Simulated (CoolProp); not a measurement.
Vapour-liquid equilibrium of hydrogen chloride (1) + propane (2) at 297.8 K; x and y are mole fractions of (1).

The numbers come from the multi-fluid Helmholtz-energy mixture model, Thol 2018 and Lemmon 2009; pair parameters Bell 2016 in CoolProp.

| x | bubble pressure, mixture model (kPa) | bubble pressure, Raoult's law (kPa) | y, mixture model | y, Raoult's law |
|---|---|---|---|---|
| 0.05 | 1225 | 1131 | 0.223 | 0.208 |
| 0.2 | 1995 | 1695 | 0.531 | 0.555 |
| 0.35 | 2639 | 2258 | 0.662 | 0.728 |
| 0.5 | 3180 | 2822 | 0.743 | 0.833 |
| 0.65 | 3665 | 3385 | 0.810 | 0.902 |
| 0.8 | 4128 | 3948 | 0.880 | 0.952 |
| 0.95 | 4566 | 4512 | 0.966 | 0.990 |

The largest gap from Raoult's law is +17.7 % in bubble pressure, at x = 0.2. No azeotrope shows between x = 0.05 and 0.95.

Pair parameters are fitted to limited data, so mixtures are less certain than the pure fluids.
